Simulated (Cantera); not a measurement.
# Adiabatic ignition

An adiabatic, constant-volume homogeneous reactor starts with CH4 : C2H6 : O2 : N2 = 1 : 0.073 : 1.2 : 3.25 (molar parts), equivalence ratio 1.9, at 1625 K and 1.01 bar.

Model: GRI-Mech 3.0 (53 species, 325 reactions), integrated in Cantera.

```tsv
t (s)	T (K)	P (bar)	x CH4	x C2H6	x O2	x H2O	x H2
1.00e-6	1624	1.01	0.181	0.0132	0.217	8.59e-7	9.75e-7
2.39e-6	1624	1.01	0.181	0.0131	0.217	5.49e-6	4.61e-6
5.72e-6	1622	1.01	0.181	0.0129	0.217	3.76e-5	2.94e-5
1.37e-5	1619	1.01	0.180	0.0124	0.217	0.000299	0.000236
3.27e-5	1623	1.01	0.178	0.0112	0.215	0.00225	0.00179
7.82e-5	1707	1.08	0.156	0.00711	0.197	0.0193	0.0143
0.000187	2978	2.29	1.23e-11	<1e-12	0.000696	0.149	0.153
0.000447	2972	2.28	1.20e-11	<1e-12	0.000683	0.148	0.153
0.00107	2970	2.28	1.21e-11	<1e-12	0.000675	0.148	0.154
0.00256	2970	2.28	1.21e-11	<1e-12	0.000675	0.148	0.154
0.00612	2970	2.28	1.21e-11	<1e-12	0.000675	0.148	0.154
0.0146	2970	2.28	1.21e-11	<1e-12	0.000675	0.148	0.154
0.0350	2970	2.28	1.21e-11	<1e-12	0.000675	0.148	0.154
0.0836	2970	2.28	1.21e-11	<1e-12	0.000675	0.148	0.154
0.200	2970	2.28	1.21e-11	<1e-12	0.000675	0.148	0.154
```
x: mole fraction; the columns are a selection and need not sum to one.

The time of steepest temperature rise is 0.106 ms. The temperature at 0.200 s comes out as 2970 K, the equilibrium temperature comes out as 2970 K and the x(CH4) at 0.200 s is 1.21e-11 (gas-phase equilibrium 1.39e-11). The x(C2H6) at 0.200 s is <1e-12 (gas-phase equilibrium <1e-12). The x(O2) at 0.200 s is 0.000675 (gas-phase equilibrium 0.000675).
